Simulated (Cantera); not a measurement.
A freely propagating, adiabatic, planar premixed flame of 11.4 % CH4, 2.17 % H2, 17.1 % O2, 66.7 % N2, 2.51 % H2O, unburnt at 573 K and 660000 Pa; mixture-averaged transport, grid criteria slope 0.08 and curve 0.16, no radiation.

Cantera simulation using GRI-Mech 3.0 (53 species, 325 reactions); the numbers are that mechanism's predictions, not measurements. Burning velocities carry a grid error of a few per cent, more on coarse grids.

x: mole fraction of selected species; z is measured from the peak of heat release.

```json
[
 {"z (mm)": "-0.541", "T (K)": "574", "u (m/s)": "0.267", "x CH4": "0.114", "x H2": "0.0236", "x O2": "0.171", "x NO": "<1e-8", "x C2H2": "1.19e-7", "x H": "<1e-8"},
 {"z (mm)": "-0.361", "T (K)": "584", "u (m/s)": "0.273", "x CH4": "0.113", "x H2": "0.0265", "x O2": "0.170", "x NO": "<1e-8", "x C2H2": "2.08e-6", "x H": "<1e-8"},
 {"z (mm)": "-0.271", "T (K)": "612", "u (m/s)": "0.287", "x CH4": "0.111", "x H2": "0.0295", "x O2": "0.168", "x NO": "<1e-8", "x C2H2": "9.49e-6", "x H": "<1e-8"},
 {"z (mm)": "-0.180", "T (K)": "733", "u (m/s)": "0.347", "x CH4": "0.102", "x H2": "0.0345", "x O2": "0.158", "x NO": "…", "x C2H2": "6.31e-5", "x H": "<1e-8"},
 {"z (mm)": "-0.0902", "T (K)": "1169", "u (m/s)": "0.562", "x CH4": "0.0699", "x H2": "0.0417", "x O2": "0.115", "x NO": "…", "x C2H2": "0.000410", "x H": "4.66e-6"},
 {"z (mm)": "-0.0451", "T (K)": "1538", "u (m/s)": "0.748", "x CH4": "0.0413", "x H2": "0.0456", "x O2": "0.0729", "x NO": "…", "x C2H2": "0.000935", "x H": "6.51e-5"},
 {"z (mm)": "0", "T (K)": "1878", "u (m/s)": "0.921", "x CH4": "0.0156", "x H2": "0.0489", "x O2": "0.0304", "x NO": "…", "x C2H2": "0.00205", "x H": "0.000426"},
 {"z (mm)": "0.0451", "T (K)": "2047", "u (m/s)": "1.01", "x CH4": "0.00530", "x H2": "0.0509", "x O2": "0.00914", "x NO": "…", "x C2H2": "0.00235", "x H": "0.000786"},
 {"z (mm)": "0.0902", "T (K)": "2103", "u (m/s)": "1.03", "x CH4": "0.00269", "x H2": "0.0529", "x O2": "0.00284", "x NO": "…", "x C2H2": "0.00196", "x H": "0.000748"},
 {"z (mm)": "0.180", "T (K)": "2130", "u (m/s)": "1.05", "x CH4": "0.00146", "x H2": "0.0559", "x O2": "0.000431", "x NO": "…", "x C2H2": "0.00144", "x H": "0.000512"},
 {"z (mm)": "0.361", "T (K)": "2134", "u (m/s)": "1.05", "x CH4": "0.000837", "x H2": "0.0589", "x O2": "2.37e-5", "x NO": "…", "x C2H2": "0.000928", "x H": "0.000375"},
 {"z (mm)": "0.722", "T (K)": "2132", "u (m/s)": "1.05", "x CH4": "0.000395", "x H2": "0.0613", "x O2": "9.96e-7", "x NO": "…", "x C2H2": "0.000420", "x H": "0.000355"},
 {"z (mm)": "1.44", "T (K)": "2131", "u (m/s)": "1.05", "x CH4": "0.000104", "x H2": "0.0626", "x O2": "7.63e-7", "x NO": "…", "x C2H2": "8.86e-5", "x H": "0.000355"}
]
```

Some entries are withheld; supply them.


- -0.180, x NO: 7.15e-8
- -0.0902, x NO: 1.10e-6
- -0.0451, x NO: 2.82e-6
- 0, x NO: 5.23e-6
- 0.0451, x NO: 8.64e-6
- 0.0902, x NO: 1.16e-5
- 0.180, x NO: 1.50e-5
- 0.361, x NO: 1.86e-5
- 0.722, x NO: 2.47e-5
- 1.44, x NO: 3.45e-5
